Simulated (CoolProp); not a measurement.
Vapour-liquid equilibrium of acetone (1) + n-nonane (2) at 77.75 °C; x and y are mole fractions of (1).

Values from CoolProp's multi-fluid Helmholtz-energy mixture model, Lemmon 2006 and Lemmon 2006; pair parameters Bell 2016.

```tsv
x	bubble pressure, mixture model (kPa)	bubble pressure, Raoult's law (kPa)	y, mixture model	y, Raoult's law
0.05	40.59	18.48	0.787	0.546
0.125	77.38	32.95	0.892	0.765
0.2	103.4	47.41	0.922	0.851
0.275	121.2	61.88	0.936	0.897
0.35	133.4	76.35	0.944	0.925
0.425	141.9	90.81	0.949	0.944
0.5	148.4	105.3	0.953	0.958
0.575	154.1	119.7	0.956	0.969
0.65	159.7	134.2	0.960	0.977
0.725	166.1	148.7	0.965	0.984
0.8	173.6	163.2	0.971	0.989
0.875	182.6	177.6	0.979	0.994
0.95	193.5	192.1	0.990	0.998
```

The largest gap from Raoult's law is +134.8 % in bubble pressure, at x = 0.125. No azeotrope shows between x = 0.05 and 0.95.

Pair parameters are fitted to limited data, so mixtures are less certain than the pure fluids. With so large a gap from Raoult's law the liquid may split in two, which this calculation doesn't test in full.
